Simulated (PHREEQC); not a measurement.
LiOH is added in steps, without added water, to 1 kg of water holding 0.029 mol/kgw NaNO3, 0.0072 mol/kgw AgNO3 and 8.8e-05 mol/kgw Cs2SO4, at 25 °C. Oxygen is held at 0.21 atm. No CO2 enters from the air. Solids allowed: Ag2O, Ag2SO4, Mirabilite. Others were left out.

Base run: PHREEQC, ion-association model, wateq4f.dat. Each further column changes one thing. The table gives Ag+ (mol/kgw).

| LiOH added (mol) | base | Davies equation for every ion | metal-ligand complexes left out | Debye-Hückel limiting law | all activity coefficients set to 1 |
|---|---|---|---|---|---|
| 0 | 0.00710 | 0.00710 | 0.00720 | 0.00711 | ? |
| 0.001383 | 0.00574 | 0.00574 | 0.00582 | 0.00575 | 0.00571 |
| 0.002567 | 0.00458 | 0.00458 | 0.00464 | 0.00458 | 0.00455 |
| 0.00395 | 0.00321 | 0.00321 | 0.00326 | 0.00322 | 0.00319 |
| 0.005332 | 0.00186 | 0.00186 | 0.00188 | 0.00186 | 0.00184 |
| 0.006517 | 0.000712 | 0.000712 | 0.000721 | ? | ? |
| 0.0079 | 3.80e-5 | 3.76e-5 | 3.80e-5 | 4.14e-5 | ? |

Problem. Fill in the missing entries.

Solution. 
- 0, all activity coefficients set to 1: 0.00706
- 0.006517, Debye-Hückel limiting law: 0.000716
- 0.006517, all activity coefficients set to 1: 0.000697
- 0.0079, all activity coefficients set to 1: 2.68e-5
